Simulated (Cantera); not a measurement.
Input: 1 mol FeS₂, 0.62 mol H₂, 0.28 mol H₂O, 0.006 mol CH₄, at 1950 Torr.

Cantera equilibrium calculation (NASA polynomials, part measured and part estimated; ideal gas, pure solids and liquids). Candidate condensed phases: C, C₆H₆, C₇H₈, C₈H₁₈, Fe, Fe(CO)₅, FeO, Fe(OH)₂, Fe(OH)₃, FeS, FeSO₄, FeS₂, Fe₂O₃, Fe₂(SO₄)₃, Fe₃O₄, H₂O, H₂SO₄, S; 127 gas species. FeS: taken at fixed stoichiometry. Gases not in the tables: S₃ to S₇. Kinetics and transport are ignored.

Q: At 875 K, list the 5 most abundant gas species with their mole fractions, and the condensed phases.

A: H₂S 0.683, H₂O 0.292, H₂ 0.0174, CO₂ 0.00621, S₂ 0.00147. Condensed: FeS(s) + FeS₂(s).
